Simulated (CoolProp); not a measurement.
A single-stage vapour-compression cycle with ethylene: evaporating at 196.15 K (dew point), condensing at 266.15 K (bubble point), superheat 0 K, subcooling 0 K, compressor efficiency 0.85, no pressure losses. Each further row changes one setting.

Computed with CoolProp (reference Helmholtz-energy equation of state, Smukala 2000).

```json
[
 {"case": "as stated", "cooling COP": "1.34", "pressure ratio": "8.99", "discharge temperature (K)": "338.6", "refrigerating effect (kJ/kg)": "231", "volumetric capacity (kJ/m³)": "1690"},
 {"case": "evaporating temperature 201.15 K", "cooling COP": "1.53", "pressure ratio": "7.30", "discharge temperature (K)": "331.0", "refrigerating effect (kJ/kg)": "[?]", "volumetric capacity (kJ/m³)": "2090"},
 {"case": "condensing temperature 261.15 K", "cooling COP": "1.55", "pressure ratio": "7.97", "discharge temperature (K)": "329.8", "refrigerating effect (kJ/kg)": "251", "volumetric capacity (kJ/m³)": "[?]"},
 {"case": "subcooling 5 K", "cooling COP": "1.46", "pressure ratio": "8.99", "discharge temperature (K)": "338.6", "refrigerating effect (kJ/kg)": "252", "volumetric capacity (kJ/m³)": "1840"},
 {"case": "superheat 10 K", "cooling COP": "1.34", "pressure ratio": "8.99", "discharge temperature (K)": "351.3", "refrigerating effect (kJ/kg)": "[?]", "volumetric capacity (kJ/m³)": "1680"},
 {"case": "compressor efficiency 0.75", "cooling COP": "[?]", "pressure ratio": "8.99", "discharge temperature (K)": "350.1", "refrigerating effect (kJ/kg)": "231", "volumetric capacity (kJ/m³)": "1690"}
]
```

### Question
Some entries are withheld; supply them.

### Answer

- evaporating temperature 201.15 K, refrigerating effect (kJ/kg): 235
- condensing temperature 261.15 K, volumetric capacity (kJ/m³): 1830
- superheat 10 K, refrigerating effect (kJ/kg): 246
- compressor efficiency 0.75, cooling COP: 1.18
